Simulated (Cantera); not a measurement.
A closed system holds: 1 mol Fe₂O₃, 7.9 mol C, a varied amount of H₂, at 2.90 bar.

Cantera equilibrium calculation (NASA polynomials, part measured and part estimated; ideal gas, pure solids and liquids). Candidate condensed phases: C, C₆H₆, C₇H₈, C₈H₁₈, Fe, Fe(CO)₅, FeO, Fe(OH)₂, Fe(OH)₃, Fe₂O₃, Fe₃O₄, H₂O; 114 gas species. Mutual solubility and eutectic melting of coexisting phases are not modelled. The tables' stoichiometric FeO is somewhat more stable than real wüstite, so its field is too wide. FeO: taken at fixed stoichiometry. Condensed phases not in the tables: cementite and carbon dissolved in iron. The numbers say what is thermodynamically allowed, not how fast it happens.

Stable condensed phases, one row left out:

```
T in K \ n(H₂) in mol
         1.6 2.1 2.8 3.7 4.8 6.4 8.4  11  15  19
   1125    A   A   A   A   A   A   A   A   A   A
   1100    A   A   A   A   A   A   A   A   A   A
   1075    A   A   A   A   A   A   A   A   A   A
   1025    B   C   C   C   C   A   A   A   A   A
   1000    B   B   C   C   C   C   A   A   A   A
    975    B   B   B   B   C   C   C   C   A   A
    950    B   B   B   B   B   C   C   C   C   A
    925    B   B   B   B   B   B   B   C   C   C
```

A: C + Fe; B: C + FeO; C: C + Fe + FeO.

Q: Give the row for 1050 K.

A: 1.6: C + Fe + FeO; 2.1: C + Fe + FeO; 2.8: C + Fe; 3.7: C + Fe; 4.8: C + Fe; 6.4: C + Fe; 8.4: C + Fe; 11: C + Fe; 15: C + Fe; 19: C + Fe.
